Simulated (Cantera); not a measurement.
What does this Cantera script print?

```python
import numpy as np
import cantera as ct

gas_names = """
    H HNO HNO2 HNO3 HO2 H2 H2O H2O2 N NH NH2 NH3 NH2OH NO NO2 NO3 N2 N2H2 N2H4 N2O O OH O2 O3
""".split()
cond_names = """
    H2O(s) H2O(L)
""".split()


# ... load() reads the species with a 1 bar reference pressure and builds the phases ...
atoms = {
    'NH3': {'N': 1, 'H': 3},
    'O2': {'O': 2},
}
top_T = {}  # K; cautious upper limits of use, not melting points


# ... equilibrate(T, P, feed) seeds the gas with the atoms and calls Mixture.equilibrate('TP', solver="vcs", rtol=1e-11, max_steps=5000) ...
results = []
feed = {'NH3': 1, 'O2': 0.14}  # mol
P = 2100  # Pa
for T in [1773, 1873, 1973, 2073, 2173, 2273, 2373, 2473, 2573, 2673, 2773, 2873, 2973, 3073]:
    mix = equilibrate(T, P, feed)
    results.append((T, P, feed, dict(zip(mix.species_names, mix.species_moles))))

top = {s: max(r[3][s] / sum(r[3][g] for g in gas_names) for r in results) for s in gas_names}
cols = sorted((s for s in top if top[s] > 0.001), key=lambda s: -top[s])[:8]
seen = [c for c in cond_names if any(r[3].get(c, 0) > 1e-12 for r in results)]
print("log10 of partial pressures in bar; condensed amounts in mol")
print(f"{'T/K':>10s}" + "".join(f"{s[:9]:>10s}" for s in cols + seen))
for T, P, feed, n in results:
    ng = sum(n[g] for g in gas_names)
    print(f"{T:10.4g}" + "".join(f"{np.log10(max(n[s] / ng * P / 1e5, 1e-99)):10.3f}" for s in cols)
          + "".join(f"{n.get(c, 0):10.4g}" for c in seen))
```

Output:

```
log10 of partial pressures in bar; condensed amounts in mol
       T/K        H2         H        N2       H2O         O        OH        NO        O2
      1773    -1.893    -4.493    -2.280    -2.532    -9.046    -6.339    -8.190   -10.037
      1873    -1.894    -4.137    -2.281    -2.533    -8.249    -5.886    -7.650    -9.246
      1973    -1.897    -3.818    -2.281    -2.534    -7.533    -5.478    -7.165    -8.534
      2073    -1.901    -3.530    -2.283    -2.536    -6.884    -5.110    -6.727    -7.888
      2173    -1.907    -3.270    -2.286    -2.540    -6.293    -4.776    -6.328    -7.300
      2273    -1.918    -3.035    -2.290    -2.547    -5.753    -4.473    -5.964    -6.760
      2373    -1.935    -2.822    -2.297    -2.560    -5.257    -4.198    -5.630    -6.264
      2473    -1.960    -2.632    -2.307    -2.580    -4.800    -3.949    -5.325    -5.806
      2573    -1.996    -2.462    -2.321    -2.614    -4.382    -3.728    -5.049    -5.389
      2673    -2.045    -2.313    -2.340    -2.670    -4.002    -3.540    -4.804    -5.019
      2773    -2.111    -2.184    -2.366    -2.760    -3.669    -3.395    -4.600    -4.714
      2873    -2.195    -2.076    -2.397    -2.901    -3.392    -3.306    -4.448    -4.497
      2973    -2.302    -1.989    -2.432    -3.108    -3.182    -3.283    -4.356    -4.390
      3073    -2.431    -1.922    -2.465    -3.383    -3.036    -3.329    -4.322    -4.393
```

Cantera equilibrium calculation (NASA polynomials, part measured and part estimated; ideal gas, pure solids and liquids).
